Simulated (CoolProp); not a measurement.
Saturation properties of ammonia (Tc = 132.4 °C, pc = 11.36 MPa, ω = 0.256).

The numbers come from the reference Helmholtz-energy equation of state, Gao 2020 in CoolProp.

```json
[
 {"T (°C)": "-7.75", "p (MPa)": "0.3182", "liquid density (kg/m³)": "649.0", "vapour Z": "0.9431", "surface tension (mN/m)": "28.1", "liquid conductivity (mW/(m K))": "583"},
 {"T (°C)": "-5.75", "p (MPa)": "0.3444", "liquid density (kg/m³)": "646.4", "vapour Z": "0.9402", "surface tension (mN/m)": "27.6", "liquid conductivity (mW/(m K))": "577"},
 {"T (°C)": "-3.85", "p (MPa)": "0.3708", "liquid density (kg/m³)": "643.8", "vapour Z": "0.9374", "surface tension (mN/m)": "27.2", "liquid conductivity (mW/(m K))": "571"},
 {"T (°C)": "-1.85", "p (MPa)": "0.4003", "liquid density (kg/m³)": "641.1", "vapour Z": "0.9343", "surface tension (mN/m)": "26.7", "liquid conductivity (mW/(m K))": "565"},
 {"T (°C)": "0.15", "p (MPa)": "0.4317", "liquid density (kg/m³)": "638.4", "vapour Z": "0.9311", "surface tension (mN/m)": "26.3", "liquid conductivity (mW/(m K))": "559"},
 {"T (°C)": "2.05", "p (MPa)": "0.4632", "liquid density (kg/m³)": "635.8", "vapour Z": "0.9280", "surface tension (mN/m)": "25.8", "liquid conductivity (mW/(m K))": "553"},
 {"T (°C)": "4.05", "p (MPa)": "0.4982", "liquid density (kg/m³)": "633.1", "vapour Z": "0.9247", "surface tension (mN/m)": "25.3", "liquid conductivity (mW/(m K))": "547"},
 {"T (°C)": "6.05", "p (MPa)": "0.5353", "liquid density (kg/m³)": "630.3", "vapour Z": "0.9212", "surface tension (mN/m)": "24.9", "liquid conductivity (mW/(m K))": "541"},
 {"T (°C)": "7.95", "p (MPa)": "0.5725", "liquid density (kg/m³)": "627.7", "vapour Z": "0.9178", "surface tension (mN/m)": "24.4", "liquid conductivity (mW/(m K))": "536"},
 {"T (°C)": "9.95", "p (MPa)": "0.6137", "liquid density (kg/m³)": "624.9", "vapour Z": "0.9141", "surface tension (mN/m)": "24.0", "liquid conductivity (mW/(m K))": "530"},
 {"T (°C)": "11.95", "p (MPa)": "0.6573", "liquid density (kg/m³)": "622.0", "vapour Z": "0.9103", "surface tension (mN/m)": "23.5", "liquid conductivity (mW/(m K))": "524"},
 {"T (°C)": "13.95", "p (MPa)": "0.7031", "liquid density (kg/m³)": "619.2", "vapour Z": "0.9065", "surface tension (mN/m)": "23.0", "liquid conductivity (mW/(m K))": "518"},
 {"T (°C)": "15.85", "p (MPa)": "0.7490", "liquid density (kg/m³)": "616.4", "vapour Z": "0.9027", "surface tension (mN/m)": "22.6", "liquid conductivity (mW/(m K))": "512"},
 {"T (°C)": "17.85", "p (MPa)": "0.7997", "liquid density (kg/m³)": "613.5", "vapour Z": "0.8986", "surface tension (mN/m)": "22.1", "liquid conductivity (mW/(m K))": "506"},
 {"T (°C)": "19.85", "p (MPa)": "0.8529", "liquid density (kg/m³)": "610.6", "vapour Z": "0.8944", "surface tension (mN/m)": "21.7", "liquid conductivity (mW/(m K))": "501"}
]
```

It boils at -33.3 °C under 1 atm.

Thermal conductivity comes from a separate model (Tufeu 1984). Surface tension comes from a separate correlation (Mulero 2012).
